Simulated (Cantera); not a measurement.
Charge: 1 mol Si, 2.3 mol F2, at 0.133 bar.

Equilibrium computed with Cantera from the NASA thermochemical tables; the gas is ideal and each condensed phase is pure. Candidate condensed phases: Si; 9 gas species. Rates play no part. All values below are at 1525 K.

Base state: SiF4 0.626, F 0.372, F2 0.00199 (mole fractions); condensed: gas only.

**Question.** What changes in the equilibrium state with this change: 0.77 mol H2 added?

**Answer.** 
| species | before | after |
|---|---|---|
| SiF4 | 0.626 | 0.482 |
| HF | 0 | 0.291 |
| H2 | 0 | 0.226 |
| F | 0.372 | 1.30e-9 |
| F2 | 0.00199 | <1e-9 |
| SiF3 | <1e-9 | 0.000968 |
| SiHF3 | 0 | 0.000219 |
| H | 0 | 3.08e-5 |
The tables' values for SiF3 are old estimates; treat these amounts as uncertain.
